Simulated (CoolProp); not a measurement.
The fluid at 293.15 K and 0.554 MPa is compressed adiabatically to 1.9 MPa with isentropic efficiency 0.8. The same conditions are run with several fluids, on thermodynamics alone (safety and materials aside).

The numbers come from the reference Helmholtz-energy equation of state of each fluid (R410A: Lemmon 2003; hydrogen chloride: Thol 2018; nitrogen: Span 2000; normal hydrogen: Leachman 2009; nitrous oxide: Lemmon 2006) in CoolProp. Blends and air are pseudo-pure fits.

| fluid | work (kJ/kg) | final temperature (K) | final phase | final density (kg/m³) |
|---|---|---|---|---|
| R410A | 50.8 | [?] | gas | [?] |
| hydrogen chloride | [?] | 445.7 | gas | 19.3 |
| nitrogen | 161 | 447.6 | gas | 14.2 |
| normal hydrogen | [?] | 448.1 | supercritical | [?] |
| nitrous oxide | 94.0 | 400.4 | gas | [?] |

Question: What belongs in the gaps?

Answer: 
- R410A, final temperature (K): 363.7
- R410A, final density (kg/m³): 52.2
- hydrogen chloride, work (kJ/kg): 119
- normal hydrogen, work (kJ/kg): 2250
- normal hydrogen, final density (kg/m³): 1.02
- nitrous oxide, final density (kg/m³): 26.1
